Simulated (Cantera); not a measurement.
Input (Python, Cantera) and output of one run.

```python
import numpy as np
import cantera as ct

gas_names = """
    B BH BH2 BH3 BN BO BO2 B2 B2O B2O2 B2O3 B3O3H3 H HBO HBO2 HNO HNO2 HNO3 HO2 H2 H2O H2O2 H3B3O6 N NH
    NH2 NH3 NH2OH NO NO2 NO3 N2 N2H2 N2H4 N2O O OH O2 O3
""".split()
cond_names = """
    B(b) B(L) BN(s) B2O3(L) B3O3H3(cr) H2O(s) H2O(L)
""".split()


# ... load() reads the species with a 1 bar reference pressure and builds the phases ...
atoms = {
    'borazine': {'B': 3, 'N': 3, 'H': 6},
    'H2O': {'H': 2, 'O': 1},
}
top_T = {'BN(s)': 3200}  # K; cautious upper limits of use, not melting points


# ... equilibrate(T, P, feed) seeds the gas with the atoms and calls Mixture.equilibrate('TP', solver="vcs", rtol=1e-11, max_steps=5000) ...
results = []
feed = {'borazine': 1, 'H2O': 10}  # mol
P = 13  # Pa
for T in [1275, 1325, 1375, 1425, 1475, 1525, 1575, 1625, 1675, 1725]:
    mix = equilibrate(T, P, feed)
    results.append((T, P, feed, dict(zip(mix.species_names, mix.species_moles))))
    x = sorted(zip(gas.X, gas.species_names), reverse=True)
    print(f"T = {T:g} K  P = {P:g} Pa  gas = {mix.phase_moles(0):.4g} mol")
    print("   x: " + "  ".join(f"{s} {v:.3e}" for v, s in x if v > 1e-05))
    print("   condensed (mol): " + ("  ".join(f"{mix.phase(i).name} {mix.phase_moles(i):.4g}"
          for i in range(1, mix.n_phases) if mix.phase_moles(i) > 1e-12) or "none"))
```

Result:

```
T = 1275 K  P = 13 Pa  gas = 15.35 mol
   x: H2 4.885e-01  H2O 3.035e-01  HBO2 1.094e-01  N2 9.771e-02  B2O3 7.072e-04  H 4.519e-05  HBO 1.854e-05  H3B3O6 1.707e-05
   condensed (mol): B2O3(L) 0.6486
T = 1325 K  P = 13 Pa  gas = 16 mol
   x: H2 4.686e-01  H2O 2.529e-01  HBO2 1.818e-01  N2 9.375e-02  B2O3 2.807e-03  H 9.819e-05  HBO 5.369e-05  H3B3O6 1.095e-05
   condensed (mol): none
T = 1375 K  P = 13 Pa  gas = 16 mol
   x: H2 4.685e-01  H2O 2.533e-01  HBO2 1.808e-01  N2 9.374e-02  B2O3 3.279e-03  H 2.057e-04  HBO 7.826e-05
   condensed (mol): none
T = 1425 K  P = 13 Pa  gas = 16 mol
   x: H2 4.683e-01  H2O 2.538e-01  HBO2 1.798e-01  N2 9.373e-02  B2O3 3.783e-03  H 4.094e-04  HBO 1.109e-04
   condensed (mol): none
T = 1475 K  P = 13 Pa  gas = 16.01 mol
   x: H2 4.680e-01  H2O 2.544e-01  HBO2 1.786e-01  N2 9.371e-02  B2O3 4.315e-03  H 7.782e-04  HBO 1.532e-04  OH 1.108e-05
   condensed (mol): none
T = 1525 K  P = 13 Pa  gas = 16.01 mol
   x: H2 4.675e-01  H2O 2.549e-01  HBO2 1.774e-01  N2 9.368e-02  B2O3 4.871e-03  H 1.419e-03  HBO 2.069e-04  OH 2.400e-05  BO2 2.058e-05  BO 1.579e-05
   condensed (mol): none
T = 1575 K  P = 13 Pa  gas = 16.02 mol
   x: H2 4.666e-01  H2O 2.554e-01  HBO2 1.760e-01  N2 9.363e-02  B2O3 5.446e-03  H 2.490e-03  HBO 2.734e-04  OH 4.950e-05  BO2 4.190e-05  BO 3.424e-05
   condensed (mol): none
T = 1625 K  P = 13 Pa  gas = 16.04 mol
   x: H2 4.653e-01  H2O 2.558e-01  HBO2 1.745e-01  N2 9.354e-02  B2O3 6.034e-03  H 4.221e-03  HBO 3.543e-04  OH 9.772e-05  BO2 8.162e-05  BO 7.061e-05
   condensed (mol): none
T = 1675 K  P = 13 Pa  gas = 16.06 mol
   x: H2 4.632e-01  H2O 2.561e-01  HBO2 1.728e-01  N2 9.340e-02  H 6.931e-03  B2O3 6.625e-03  HBO 4.506e-04  OH 1.853e-04  BO2 1.527e-04  BO 1.391e-04
   condensed (mol): none
T = 1725 K  P = 13 Pa  gas = 16.1 mol
   x: H2 4.600e-01  H2O 2.562e-01  HBO2 1.709e-01  N2 9.319e-02  H 1.105e-02  B2O3 7.212e-03  HBO 5.628e-04  OH 3.390e-04  BO2 2.754e-04  BO 2.624e-04
   condensed (mol): none
```

Method: chemical equilibrium by Gibbs-energy minimisation in Cantera with the NASA 1993 tables (ideal gas, pure condensed phases). The feed counts by its element totals alone.
